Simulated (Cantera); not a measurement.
A perfectly stirred reactor is fed with 3.74 % CH₄, 0.710 % C₂H₆, 4.86 % C₃H₈, 19.0 % O₂, 71.4 % N₂, 0.247 % H₂O, at 8.80 bar; it is adiabatic with a 675 K inlet, and is followed from long to short residence time, starting on the burning branch (τ in s: 0.099, 0.051, 0.026, 0.014, 0.0071, 0.0037, 0.0019, 0.00098, 0.00051, 0.00026, 0.00014, 7.1e-05).

Model: GRI-Mech 3.0 (53 species, 325 reactions), integrated in Cantera. GRI-Mech 3.0 was tuned for natural gas; its chemistry of propane as a main component is partial and can be far from experiment.

x: mole fraction; the columns are a selection and need not sum to one.

```csv
τ (s),T (K),x CH₄,x C₂H₆,x C₃H₈,x H₂O₂,x H₂O
0.099,2033,0.00141,2.75e-7,1.72e-7,2.15e-9,0.127
0.051,2038,0.00205,6.09e-7,3.23e-7,3.98e-9,0.129
0.026,2043,0.00283,1.27e-6,6.10e-7,7.49e-9,0.132
0.014,2048,0.00364,2.35e-6,1.09e-6,1.34e-8,0.135
0.0071,2053,0.00458,4.43e-6,2.05e-6,2.53e-8,0.139
0.0037,2056,0.00551,7.89e-6,3.79e-6,4.66e-8,0.142
0.0019,2056,0.00648,1.41e-5,7.13e-6,8.68e-8,0.146
0.00098,2050,0.00744,2.50e-5,1.36e-5,1.62e-7,0.148
0.00051,2036,0.00846,4.53e-5,2.63e-5,3.02e-7,0.150
0.00026,2007,0.00977,8.91e-5,5.49e-5,5.89e-7,0.150
0.00014,1955,[?],[?],[?],[?],0.147
7.1e-5,[?],[?],[?],[?],[?],[?]
```

Some entries are withheld; supply them.


- 0.00014, x CH₄: 0.0117
- 0.00014, x C₂H₆: 0.000190
- 0.00014, x C₃H₈: 0.000123
- 0.00014, x H₂O₂: 1.15e-6
- 7.1e-5, T (K): 1765
- 7.1e-5, x CH₄: 0.0188
- 7.1e-5, x C₂H₆: 0.000895
- 7.1e-5, x C₃H₈: 0.000701
- 7.1e-5, x H₂O₂: 3.59e-6
- 7.1e-5, x H₂O: 0.129
